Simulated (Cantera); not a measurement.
# Ignition delay

Mixture: CO : H₂ : CH₄ : O₂ : N₂ = 1 : 0.34 : 0.16 : 0.825 : 3.79 (molar parts), at 1.00 atm, adiabatic and at constant volume. Ignition delay is the time to a rise of 400 K.

Computed with Cantera and GRI-Mech 3.0 (53 species, 325 reactions).

| T0 (K) | delay (ms) |
|---|---|
| 1050 | 1.15 |
| 1125 | 0.493 |
| 1200 | 0.252 |
| 1275 | 0.147 |
| 1350 | 0.0956 |
| 1425 | 0.0670 |
| 1500 | 0.0494 |
| 1575 | 0.0379 |
| 1650 | 0.0298 |

```json
{
  "apparent activation energy between 1500 and 1650 K": "69 kJ/mol"
}
```
